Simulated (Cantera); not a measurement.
A closed system holds: 1 mol SiHCl₃, 0.81 mol N₂, 2.2 mol H₂, equilibrated at 725 K and 0.180 bar.

Method: chemical equilibrium by Gibbs-energy minimisation in Cantera with the NASA 1993 tables (ideal gas, pure condensed phases). Candidate condensed phases: NH₄Cl, Si, Si₃N₄; 28 gas species. N₂ is the only nitrogen source here; it is nearly inert below about 1500 K, so the nitride shown seldom forms there in practice. Kinetics and transport are ignored.

Problem. What is the equilibrium state?

Solution. x(H₂): 0.499
x(HCl): 0.289
x(SiCl₄): 0.106
x(N₂): 0.105
x(NH₃): 0.000141
x(SiHCl₃): 5.66e-5
n(Si₃N₄(s)): 0.184 mol
gas amount: 4.194 mol
log10 activity of Si(s) (absent): -10.98
